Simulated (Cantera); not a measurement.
A freely propagating, adiabatic, planar premixed flame of 14.3 % CH3OH, 17.9 % O2, 67.9 % N2, equivalence ratio 1.2, unburnt at 650 K and 0.132 atm; unity-Lewis-number transport, grid criteria slope 0.08 and curve 0.16, no radiation.

Model: GRI-Mech 3.0 (53 species, 325 reactions), integrated in Cantera. GRI-Mech 3.0 was tuned for natural gas; its chemistry of methanol as a main component is partial and can be far from experiment. Unity Lewis numbers drop preferential diffusion, which matters most where H2 and H carry the flame. Burning velocities carry a grid error of a few per cent, more on coarse grids.

Problem. Predict: laminar burning velocity; thermal thickness; peak x(C2H6); peak x(CH2CO); peak x(C2H); peak x(C2H4).

Solution. 
| Quantity | Result |
|---|---|
| laminar burning velocity | 123 cm/s |
| thermal thickness | 2.16 mm |
| peak x(C2H6) | 4.08e-7 |
| peak x(CH2CO) | 9.87e-6 |
| peak x(C2H) | <1e-8 |
| peak x(C2H4) | 3.57e-6 |
